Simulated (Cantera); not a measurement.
Input (Python, Cantera):

```python
import numpy as np
import cantera as ct

gas = ct.Solution("gri30.yaml")


def delay(T, t_max=10):
    gas.TPX = T, 500000, {'CH4': 1, 'O2': 0.909, 'N2': 3.42}
    reactor = ct.IdealGasReactor(gas, clone=False)
    net = ct.ReactorNet([reactor])
    net.rtol, net.atol = 1e-8, 1e-16
    while net.time < t_max:
        t_old, T_old = net.time, reactor.T
        net.step()
        if reactor.T > T + 400:  # ignition: a rise of 400 K
            return t_old + (T + 400 - T_old) / (reactor.T - T_old) * (net.time - t_old)
    return np.nan


taus = []
for T in [1300, 1375, 1450, 1525, 1600, 1675, 1750]:
    taus.append(delay(T))
    print(f"T0 = {T:6g} K   tau = {taus[-1]:.4e} s")
```

It prints:

```
T0 =   1300 K   tau = 4.1257e-03 s
T0 =   1375 K   tau = 1.7227e-03 s
T0 =   1450 K   tau = 7.5395e-04 s
T0 =   1525 K   tau = 3.4451e-04 s
T0 =   1600 K   tau = 1.6486e-04 s
T0 =   1675 K   tau = 8.3200e-05 s
T0 =   1750 K   tau = 4.4577e-05 s
```

Cantera simulation using GRI-Mech 3.0 (53 species, 325 reactions); the numbers are that mechanism's predictions, not measurements.
